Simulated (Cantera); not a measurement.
Input: 1 mol PbO, 3.9 mol H₂, 2.8 mol H₂O, at 1648 K.

These are equilibrium values from Cantera (NASA tables, ideal gas, pure condensed phases), not measurements of a reactor. Candidate condensed phases: H₂O, Pb, PbO, PbO₂, Pb₃O₄; 12 gas species. Gases not in the tables: (PbO)n polymers. Equilibrium is a limit: real reactors are often held back by kinetics, nucleation or transport.

### Question
At 10.0 bar, list the 5 most abundant gas species with their mole fractions, and the condensed phases.

### Answer
H₂O 0.562, H₂ 0.429, Pb 0.00898, H 1.84e-5, PbO 1.10e-5. Condensed: Pb(l).
